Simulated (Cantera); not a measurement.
Input (Python, Cantera):

```python
import numpy as np
import cantera as ct

gas = ct.Solution("gri30.yaml", transport_model="mixture-averaged")
show = ['H', 'N2', 'NO']

rows = []
print(f"{'T/K':>7s}{'rho':>11s}{'cp':>10s}{'mu':>11s}{'lambda':>11s}{'Pr':>7s}" + "".join(f"{'D_' + s:>11s}" for s in show))
for T in [400, 650, 900, 1150, 1400, 1650, 1900, 2150]:
    gas.TPX = T, 2666, {'N2O': 0.18}
    Pr = gas.cp_mass * gas.viscosity / gas.thermal_conductivity
    D = [gas.mix_diff_coeffs_mole[gas.species_index(s)] for s in show]
    rows.append([gas.density, gas.cp_mass, gas.viscosity, gas.thermal_conductivity, Pr, *D])
    print(f"{T:7g}{gas.density:11.4e}{gas.cp_mass:10.1f}{gas.viscosity:11.4e}"
          f"{gas.thermal_conductivity:11.4e}{Pr:7.3f}" + "".join(f"{d:11.4e}" for d in D))
print("SI units: kg/m3, J/kg/K, Pa s, W/m/K, m2/s")
```

It prints:

```
    T/K        rho        cp         mu     lambda     Pr        D_H       D_N2       D_NO
    400 3.5281e-02     970.3 1.9459e-05 2.5465e-02  0.741 6.3104e-03 1.0021e-03 9.8154e-04
    650 2.1712e-02    1126.8 2.9093e-05 4.4367e-02  0.739 1.4992e-02 2.3454e-03 2.2973e-03
    900 1.5681e-02    1226.6 3.7113e-05 6.1547e-02  0.740 2.6286e-02 4.0857e-03 4.0020e-03
   1150 1.2272e-02    1285.1 4.4145e-05 7.7125e-02  0.736 3.9860e-02 6.1747e-03 6.0482e-03
   1400 1.0080e-02    1326.8 5.0510e-05 9.1407e-02  0.733 5.5503e-02 8.5819e-03 8.4061e-03
   1650 8.5531e-03    1359.1 5.6394e-05 1.0465e-01  0.732 7.3072e-02 1.1286e-02 1.1054e-02
   1900 7.4277e-03    1383.6 6.1915e-05 1.1706e-01  0.732 9.2457e-02 1.4270e-02 1.3977e-02
   2150 6.5640e-03    1402.0 6.7153e-05 1.2879e-01  0.731 1.1358e-01 1.7521e-02 1.7162e-02
SI units: kg/m3, J/kg/K, Pa s, W/m/K, m2/s
```

Model: GRI-Mech 3.0 (53 species, 325 reactions), integrated in Cantera. The composition is frozen, though it would react at the higher temperatures.
